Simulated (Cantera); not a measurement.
A closed system holds: 1 mol Ca(OH)2, 2 mol H2O, held at 1352 °C and 6.20 bar.

Equilibrium computed with Cantera from the NASA thermochemical tables; the gas is ideal and each condensed phase is pure. Candidate condensed phases: Ca, CaO, Ca(OH)2, H2O; 14 gas species. Equilibrium is a limit: real reactors are often held back by kinetics, nucleation or transport.

Base state: H2O 0.999, H2 0.000305, O2 0.000136, OH 6.82e-5 (mole fractions); condensed: CaO(s).

Q: What changes in the equilibrium state with this change: temperature from 1352 °C to 277 °C?

A: 
| species | before | after |
|---|---|---|
| H2O | 0.999 | 1.00 |
| H2 | 0.000305 | <1e-9 |
| O2 | 0.000136 | <1e-9 |
| OH | 6.82e-5 | <1e-9 |
| CaO(s), mol | 1.000 | 0 |
| Ca(OH)2(s), mol | 0 | 1.00 |
